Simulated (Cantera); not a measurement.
A Cantera script and what it prints.

```python
import numpy as np
import cantera as ct

gas_names = """
    AL ALH ALN AL2 H H2 N NH NH2 NH3 N2 N2H2 N2H4
""".split()
cond_names = """
    AL(cr) AL(L) ALN(s)
""".split()


# ... load() reads the species with a 1 bar reference pressure and builds the phases ...
atoms = {
    'Al': {'AL': 1},
    'N2': {'N': 2},
    'H2': {'H': 2},
}
top_T = {'ALN(s)': 2750}  # K; cautious upper limits of use, not melting points


# ... equilibrate(T, P, feed) seeds the gas with the atoms and calls Mixture.equilibrate('TP', solver="vcs", rtol=1e-11, max_steps=5000) ...
results = []
P = 10000  # Pa
for T in [1273, 1348, 1423, 1498, 1573, 1648, 1723, 1798, 1873, 1948, 2023, 2098, 2173, 2248]:
    for m in [2.6, 3.8, 5.5, 8.1, 12, 17, 25, 37, 53, 78, 110]:
        feed = {'Al': 1, 'N2': 7.8, 'H2': m}  # mol
        mix = equilibrate(T, P, feed)
        results.append((T, P, feed, dict(zip(mix.species_names, mix.species_moles))))

for T, P, feed, n in results:
    print(f"{T:7g} {feed['H2']:10.4g}  " + (" + ".join(c for c in cond_names if n.get(c, 0) > 1e-12) or "gas only"))
```

Output:

```
   1273        2.6  ALN(s)
   1273        3.8  ALN(s)
   1273        5.5  ALN(s)
   1273        8.1  ALN(s)
   1273         12  ALN(s)
   1273         17  ALN(s)
   1273         25  ALN(s)
   1273         37  ALN(s)
   1273         53  ALN(s)
   1273         78  ALN(s)
   1273        110  ALN(s)
   1348        2.6  ALN(s)
   1348        3.8  ALN(s)
   1348        5.5  ALN(s)
   1348        8.1  ALN(s)
   1348         12  ALN(s)
   1348         17  ALN(s)
   1348         25  ALN(s)
   1348         37  ALN(s)
   1348         53  ALN(s)
   1348         78  ALN(s)
   1348        110  ALN(s)
   1423        2.6  ALN(s)
   1423        3.8  ALN(s)
   1423        5.5  ALN(s)
   1423        8.1  ALN(s)
   1423         12  ALN(s)
   1423         17  ALN(s)
   1423         25  ALN(s)
   1423         37  ALN(s)
   1423         53  ALN(s)
   1423         78  ALN(s)
   1423        110  ALN(s)
   1498        2.6  ALN(s)
   1498        3.8  ALN(s)
   1498        5.5  ALN(s)
   1498        8.1  ALN(s)
   1498         12  ALN(s)
   1498         17  ALN(s)
   1498         25  ALN(s)
   1498         37  ALN(s)
   1498         53  ALN(s)
   1498         78  ALN(s)
   1498        110  ALN(s)
   1573        2.6  ALN(s)
   1573        3.8  ALN(s)
   1573        5.5  ALN(s)
   1573        8.1  ALN(s)
   1573         12  ALN(s)
   1573         17  ALN(s)
   1573         25  ALN(s)
   1573         37  ALN(s)
   1573         53  ALN(s)
   1573         78  ALN(s)
   1573        110  ALN(s)
   1648        2.6  ALN(s)
   1648        3.8  ALN(s)
   1648        5.5  ALN(s)
   1648        8.1  ALN(s)
   1648         12  ALN(s)
   1648         17  ALN(s)
   1648         25  ALN(s)
   1648         37  ALN(s)
   1648         53  ALN(s)
   1648         78  ALN(s)
   1648        110  ALN(s)
   1723        2.6  ALN(s)
   1723        3.8  ALN(s)
   1723        5.5  ALN(s)
   1723        8.1  ALN(s)
   1723         12  ALN(s)
   1723         17  ALN(s)
   1723         25  ALN(s)
   1723         37  ALN(s)
   1723         53  ALN(s)
   1723         78  ALN(s)
   1723        110  ALN(s)
   1798        2.6  ALN(s)
   1798        3.8  ALN(s)
   1798        5.5  ALN(s)
   1798        8.1  ALN(s)
   1798         12  ALN(s)
   1798         17  ALN(s)
   1798         25  ALN(s)
   1798         37  ALN(s)
   1798         53  ALN(s)
   1798         78  ALN(s)
   1798        110  ALN(s)
   1873        2.6  ALN(s)
   1873        3.8  ALN(s)
   1873        5.5  ALN(s)
   1873        8.1  ALN(s)
   1873         12  ALN(s)
   1873         17  ALN(s)
   1873         25  ALN(s)
   1873         37  ALN(s)
   1873         53  ALN(s)
   1873         78  ALN(s)
   1873        110  ALN(s)
   1948        2.6  ALN(s)
   1948        3.8  ALN(s)
   1948        5.5  ALN(s)
   1948        8.1  ALN(s)
   1948         12  ALN(s)
   1948         17  ALN(s)
   1948         25  ALN(s)
   1948         37  ALN(s)
   1948         53  ALN(s)
   1948         78  ALN(s)
   1948        110  ALN(s)
   2023        2.6  ALN(s)
   2023        3.8  ALN(s)
   2023        5.5  ALN(s)
   2023        8.1  ALN(s)
   2023         12  ALN(s)
   2023         17  ALN(s)
   2023         25  ALN(s)
   2023         37  ALN(s)
   2023         53  ALN(s)
   2023         78  ALN(s)
   2023        110  ALN(s)
   2098        2.6  ALN(s)
   2098        3.8  ALN(s)
   2098        5.5  ALN(s)
   2098        8.1  ALN(s)
   2098         12  ALN(s)
   2098         17  ALN(s)
   2098         25  ALN(s)
   2098         37  ALN(s)
   2098         53  ALN(s)
   2098         78  gas only
   2098        110  gas only
   2173        2.6  ALN(s)
   2173        3.8  ALN(s)
   2173        5.5  ALN(s)
   2173        8.1  ALN(s)
   2173         12  ALN(s)
   2173         17  ALN(s)
   2173         25  ALN(s)
   2173         37  gas only
   2173         53  gas only
   2173         78  gas only
   2173        110  gas only
   2248        2.6  ALN(s)
   2248        3.8  ALN(s)
   2248        5.5  ALN(s)
   2248        8.1  gas only
   2248         12  gas only
   2248         17  gas only
   2248         25  gas only
   2248         37  gas only
   2248         53  gas only
   2248         78  gas only
   2248        110  gas only
```

These are equilibrium values from Cantera (NASA tables, ideal gas, pure condensed phases), not measurements of a reactor.
